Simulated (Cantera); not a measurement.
An adiabatic, constant-pressure homogeneous reactor starts with H2 : O2 : N2 = 1 : 0.238 : 0.895 (molar parts), equivalence ratio 2.1, at 1225 K and 7500 Torr. Integrator tolerance rtol = 1e-08.

Model: GRI-Mech 3.0 (53 species, 325 reactions), integrated in Cantera. The hydrogen kinetics of GRI-Mech 3.0 are dated; newer H2 mechanisms differ, most at raised pressure.

**Question.** What does this change do: pressure from 7500 Torr to 2180 Torr?

**Answer.** 
```tsv
quantity	before	after
time of steepest temperature rise	28.9 µs	18.5 µs
temperature at 0.300 s	2737 K	2692 K
equilibrium temperature	2737 K	2692 K
x(H2) at 0.300 s	0.271 (gas-phase equilibrium 0.271)	0.268 (gas-phase equilibrium 0.268)
x(O2) at 0.300 s	2.42e-5 (gas-phase equilibrium 2.42e-5)	5.76e-5 (gas-phase equilibrium 5.76e-5)
x(NO2) at 0.300 s	6.73e-9 (gas-phase equilibrium 6.73e-9)	8.37e-9 (gas-phase equilibrium 8.37e-9)
x(HO2) at 0.300 s	7.81e-8 (gas-phase equilibrium 7.81e-8)	9.87e-8 (gas-phase equilibrium 9.87e-8)
x(N2O) at 0.300 s	3.81e-8 (gas-phase equilibrium 3.81e-8)	2.94e-8 (gas-phase equilibrium 2.94e-8)
x(NO) at 0.300 s	0.000280 (gas-phase equilibrium 0.000280)	0.000402 (gas-phase equilibrium 0.000402)
```
